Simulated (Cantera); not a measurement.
# Adiabatic ignition

An adiabatic, constant-volume homogeneous reactor starts with C3H8 : O2 : N2 = 1 : 7.58 : 67 (molar parts), equivalence ratio 0.66, at 1150 K and 0.415 atm.

Computed with Cantera and GRI-Mech 3.0 (53 species, 325 reactions). GRI-Mech 3.0 was tuned for natural gas; its chemistry of propane as a main component is partial and can be far from experiment.

| t (s) | T (K) | P (bar) | x C3H8 | x O2 | x C2H2 | x CO2 | x H2O | x H2O2 |
|---|---|---|---|---|---|---|---|---|
| 3.00e-6 | 1150 | 0.420 | 0.0132 | 0.100 | <1e-12 | <1e-12 | 2.49e-11 | <1e-12 |
| 8.68e-6 | 1150 | 0.420 | 0.0132 | 0.100 | <1e-12 | <1e-12 | 9.28e-10 | 1.51e-11 |
| 2.51e-5 | 1150 | 0.420 | 0.0132 | 0.100 | <1e-12 | <1e-12 | 1.52e-8 | 2.67e-10 |
| 7.27e-5 | 1150 | 0.420 | 0.0132 | 0.100 | <1e-12 | 7.33e-12 | 9.37e-8 | 3.49e-9 |
| 0.000211 | 1150 | 0.420 | 0.0132 | 0.100 | 3.23e-12 | 1.17e-10 | 4.69e-7 | 3.45e-8 |
| 0.000609 | 1150 | 0.420 | 0.0132 | 0.100 | 9.08e-11 | 3.52e-9 | 4.06e-6 | 2.52e-7 |
| 0.00176 | 1150 | 0.420 | 0.0131 | 0.100 | 3.01e-9 | 6.80e-8 | 3.09e-5 | 6.01e-7 |
| 0.00510 | 1150 | 0.420 | 0.0129 | 0.100 | 4.00e-8 | 3.33e-7 | 0.000116 | 6.42e-7 |
| 0.0148 | 1151 | 0.421 | 0.0122 | 0.0998 | 4.48e-7 | 1.35e-6 | 0.000428 | 1.04e-6 |
| 0.0428 | 2028 | 0.753 | <1e-12 | 0.0342 | <1e-12 | 0.0360 | 0.0494 | 3.87e-8 |
| 0.124 | 2078 | 0.770 | <1e-12 | 0.0334 | <1e-12 | 0.0385 | 0.0513 | 1.96e-8 |
| 0.358 | 2077 | 0.769 | <1e-12 | 0.0332 | <1e-12 | 0.0385 | 0.0513 | 1.94e-8 |
| 1.04 | 2073 | 0.768 | <1e-12 | 0.0326 | <1e-12 | 0.0386 | 0.0513 | 1.90e-8 |
| 3.00 | 2069 | 0.766 | <1e-12 | 0.0319 | <1e-12 | 0.0386 | 0.0513 | 1.86e-8 |
x: mole fraction; the columns are a selection and need not sum to one.

```json
{
  "time_of_steepest_temperature_rise": "40.7 ms",
  "temperature at 3.00 s": "2069 K",
  "equilibrium_temperature": "2068 K",
  "x(C3H8) at 3.00 s": "<1e-12 (gas-phase equilibrium <1e-12)",
  "x(O2) at 3.00 s": "0.0319 (gas-phase equilibrium 0.0317)",
  "x(C2H2) at 3.00 s": "<1e-12 (gas-phase equilibrium <1e-12)"
}
```
